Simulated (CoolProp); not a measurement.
Vapour-liquid equilibrium of CH2F2 (R32) (1) + 1-butene (2) at 304.2 K; x and y are mole fractions of (1).

Values from CoolProp's multi-fluid Helmholtz-energy mixture model, Tillner-Roth 1997 and Lemmon 2005; pair parameters Bell 2016.

Task: Give the bubble pressure and the first vapour's composition at x = 0.05, 0.25, 0.55. Is there an azeotrope?

Result: x = 0.05: 728.0 kPa, y = 0.491; x = 0.25: 1579 kPa, y = 0.757; x = 0.55: 1888 kPa, y = 0.807. y crosses x between x = 0.85 and 0.95: the model has an azeotrope there.

The pair parameters rest on a limited set of measurements; away from them the model extrapolates. With so large a gap from Raoult's law the liquid may split in two, which this calculation doesn't test in full.
